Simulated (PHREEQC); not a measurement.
Make-up at 61 °C: 0.0099 mol NaHCO3, 0.00099 mol Na2B4O7 and 0.25 mol KCl per kg of water. Closed to the air; pH follows from the charge balance.

The numbers come from PHREEQC with the Pitzer model, pitzer.dat.

Precipitation was switched off in this run.

Problem. Estimate the pH, density.

Solution. pH 8.62; density 0.995 g/cm³.

Problem. In which forms is C present?

Solution. HCO3- 91 %, CO3-2 9.0 % of the C.

Complexes and solids missing from the database can't appear. Away from 25 °C the constants follow the database's enthalpies or fits; those with neither stay at their 25 °C values.
